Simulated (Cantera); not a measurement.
Feed: 1 mol Si2H6, 0.21 mol NO, 1.7 mol H2, at 1423 K and 1.00 bar.

These are equilibrium values from Cantera (NASA tables, ideal gas, pure condensed phases), not measurements of a reactor. Candidate condensed phases: H2O, Si, SiO2, Si2N2O, Si3N4; 35 gas species. The feed counts by its element totals alone. Mutual solubility and eutectic melting of coexisting phases are not modelled. The tables hold silica as quartz up to 1696 K and as liquid above; real silica turns to tridymite and cristobalite and melts near 1996 K. Kinetics and transport are ignored.

Base state: H2 1.000, SiO 0.000118 (mole fractions); condensed: Si(s) + SiO2(β-quartz) + Si2N2O(s).

Task: What changes in the equilibrium state with this change: NO from 0.21 to 5 mol?

Result: 
```json
[
 {"species": "H2", "before": "1.000", "after": "0.514"},
 {"species": "N2", "before": "9.75e-9", "after": "0.347"},
 {"species": "H2O", "before": "1.38e-6", "after": "0.139"},
 {"species": "SiO", "before": "0.000118", "after": "<1e-9"},
 {"species": "NH3", "before": "7.81e-9", "after": "1.72e-5"},
 {"species": "Si(s), mol", "before": "1.74", "after": "0"},
 {"species": "SiO2(β-quartz), mol", "before": "0.0522", "after": "2.00"},
 {"species": "Si2N2O(s), mol", "before": "0.105", "after": "0"}
]
```
Gases not in the tables: Si(OH)4.
